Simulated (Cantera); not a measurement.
An isothermal, constant-pressure homogeneous reactor starts with 0.431 % H2, 21.5 % O2, 77.5 % N2, 0.538 % H2O, at 1223 K and 1.28 Torr.

Detailed kinetics in Cantera: GRI-Mech 3.0 (53 species, 325 reactions). Radical loss at walls, strong at low pressure, is not modelled.

x: mole fraction; the columns are a selection and need not sum to one.

```
t (s)        x H2   x O2      x NO         x O     x N2O    x H2O     x HO2
--------  -------  -----  --------  ----------  --------  -------  --------
3.00e-6   0.00431  0.215    <1e-12      <1e-12    <1e-12  0.00538    <1e-12
1.08e-5   0.00431  0.215    <1e-12      <1e-12    <1e-12  0.00538  1.81e-12
3.90e-5   0.00431  0.215    <1e-12      <1e-12    <1e-12  0.00538  6.54e-12
0.000140  0.00431  0.215    <1e-12    1.16e-12    <1e-12  0.00538  2.36e-11
0.000506  0.00431  0.215    <1e-12    1.38e-11    <1e-12  0.00538  8.49e-11
0.00182   0.00431  0.215    <1e-12    1.37e-10    <1e-12  0.00538  3.06e-10
0.00658   0.00431  0.215    <1e-12  (withheld)    <1e-12  0.00538   1.10e-9
0.0237    0.00431  0.215    <1e-12  (withheld)    <1e-12  0.00538   3.97e-9
0.0854    0.00429  0.215    <1e-12  (withheld)    <1e-12  0.00539   1.73e-8
0.308     7.23e-5  0.212  7.70e-10     0.00326  5.13e-10  0.00913   5.48e-8
1.11      6.86e-5  0.212   4.68e-9     0.00314   1.56e-9  0.00916   5.39e-8
4.00      6.01e-5  0.212   1.67e-8  (withheld)   1.83e-9  0.00922   5.14e-8
```

Problem. Complete the blanks.

Solution. 
- 0.00658, x O: 1.08e-9
- 0.0237, x O: 1.41e-8
- 0.0854, x O: 8.89e-6
- 4.00, x O: 0.00274
